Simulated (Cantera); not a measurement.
A Cantera script and its output.

```python
import numpy as np
import cantera as ct

gas = ct.Solution("h2o2.yaml")
gas.TPX = 700, 400000, {'H2': 1, 'O2': 0.278, 'N2': 0.722}
flame = ct.FreeFlame(gas, width=0.015)
flame.set_refine_criteria(ratio=3, slope=0.08, curve=0.16)
flame.transport_model = "mixture-averaged"
flame.solve(loglevel=0, auto=True)
flame.transport_model = "multicomponent"
flame.soret_enabled = False
flame.solve(loglevel=0, refine_grid=True)
z, T = flame.grid, flame.T
thick = (T[-1] - T[0]) / np.gradient(T, z).max()
show = ['H2', 'O2', 'H2O', 'H2O2', 'H', 'HO2']
print(f"laminar burning velocity  {flame.velocity[0] * 100:.3f} cm/s")
print(f"burnt temperature         {T[-1]:.1f} K")
print(f"thermal thickness         {thick * 1e3:.4f} mm")
print(f"grid points               {len(z)}")
z0 = z[flame.heat_release_rate.argmax()]
print(f"{'z/mm':>9s}{'T/K':>9s}{'u/(m/s)':>9s}" + "".join(f"{s:>11s}" for s in show))
rows = []
for k in (-3, -2, -1.5, -1, -0.5, -0.25, 0, 0.25, 0.5, 1, 2, 4, 8):
    zz = z0 + k * thick
    rows.append([k * thick, np.interp(zz, z, T), np.interp(zz, z, flame.velocity),
                 *(np.interp(zz, z, flame.X[gas.species_index(s)]) for s in show)])
    print(f"{rows[-1][0] * 1e3:9.3f}{rows[-1][1]:9.1f}{rows[-1][2]:9.3f}" + "".join(f"{x:11.3e}" for x in rows[-1][3:]))
```

It prints:

```
laminar burning velocity  1578.524 cm/s
burnt temperature         2663.4 K
thermal thickness         0.0770 mm
grid points               134
     z/mm      T/K  u/(m/s)         H2         O2        H2O       H2O2          H        HO2
   -0.231    700.0   15.785  5.000e-01  1.390e-01  2.301e-12  1.233e-13  5.737e-15  1.507e-11
   -0.154    700.0   15.785  5.000e-01  1.390e-01  1.142e-10  3.202e-13  1.201e-12  4.264e-10
   -0.115    700.0   15.785  5.000e-01  1.390e-01  4.619e-09  1.098e-11  4.252e-10  2.166e-08
   -0.077    700.1   15.787  5.000e-01  1.390e-01  3.403e-07  1.228e-09  1.306e-07  1.484e-06
   -0.038    726.9   16.330  4.970e-01  1.386e-01  1.024e-03  4.568e-06  3.401e-04  4.990e-04
   -0.019    974.2   21.431  4.648e-01  1.310e-01  2.306e-02  2.394e-05  9.147e-03  5.293e-04
    0.000   1444.6   30.647  3.533e-01  8.791e-02  1.173e-01  8.197e-06  5.035e-02  2.487e-04
    0.019   1782.7   37.133  2.473e-01  2.966e-02  2.296e-01  2.676e-06  8.817e-02  8.160e-05
    0.038   1941.3   40.077  2.163e-01  9.012e-03  2.704e-01  1.580e-06  9.374e-02  2.394e-05
    0.077   2095.8   42.821  2.147e-01  2.538e-03  2.858e-01  8.822e-07  8.204e-02  6.835e-06
    0.154   2250.4   45.459  2.239e-01  1.401e-03  2.931e-01  5.152e-07  6.372e-02  3.773e-06
    0.308   2392.8   47.799  2.328e-01  8.087e-04  3.004e-01  3.217e-07  4.628e-02  2.170e-06
    0.616   2510.5   49.669  2.400e-01  4.071e-04  3.073e-01  2.015e-07  3.170e-02  1.079e-06
```

Computed with Cantera and the H2/O2 subset of GRI-Mech 3.0, which has no nitrogen chemistry. The hydrogen kinetics of GRI-Mech 3.0 are dated; newer H2 mechanisms differ, most at raised pressure. Burning velocities carry a grid error of a few per cent, more on coarse grids.
